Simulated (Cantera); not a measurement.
A perfectly stirred reactor is fed with 5.45 % CH₄, 19.8 % O₂, 74.7 % N₂, at 0.850 bar; it is adiabatic with a 625 K inlet, and is followed from long to short residence time, starting on the burning branch (τ in s: 0.043, 0.022, 0.011, 0.0055, 0.0027, 0.0014, 0.0007, 0.00035, 0.00018, 8.9e-05).

Computed with Cantera and GRI-Mech 3.0 (53 species, 325 reactions).

x: mole fraction; the columns are a selection and need not sum to one.

```
τ (s)    T (K)     x CH₄    x O₂      x CO   x H₂O    x HO₂  x C₂H₄
-------  -----  --------  ------  --------  ------  -------  ------
0.043     1819   1.56e-5  0.0892  0.000610   0.108  2.13e-6       ?
0.022     1813   2.39e-5  0.0892  0.000941   0.107  3.06e-6       ?
0.011     1803   3.71e-5  0.0893   0.00147   0.107  4.51e-6       ?
0.0055    1789   5.80e-5  0.0895   0.00227   0.106  6.67e-6       ?
0.0027    1769   9.34e-5  0.0899   0.00352   0.105  9.89e-6       ?
0.0014    1742  0.000150  0.0906   0.00524   0.104  1.41e-5       ?
0.00070   1704  0.000260  0.0919   0.00795   0.103  2.03e-5       ?
0.00035   1652  0.000500  0.0945    0.0122   0.101  3.01e-5       ?
0.00018   1579   0.00118   0.100    0.0191  0.0979  5.00e-5       ?
8.9e-5     625    0.0545   0.198    <1e-12  <1e-12   <1e-12  <1e-12
```

Q: Complete the blanks.

A: 
- 0.043, x C₂H₄: 1.69e-9
- 0.022, x C₂H₄: 2.88e-9
- 0.011, x C₂H₄: 4.81e-9
- 0.0055, x C₂H₄: 7.96e-9
- 0.0027, x C₂H₄: 1.37e-8
- 0.0014, x C₂H₄: 2.43e-8
- 0.00070, x C₂H₄: 5.13e-8
- 0.00035, x C₂H₄: 1.41e-7
- 0.00018, x C₂H₄: 6.56e-7
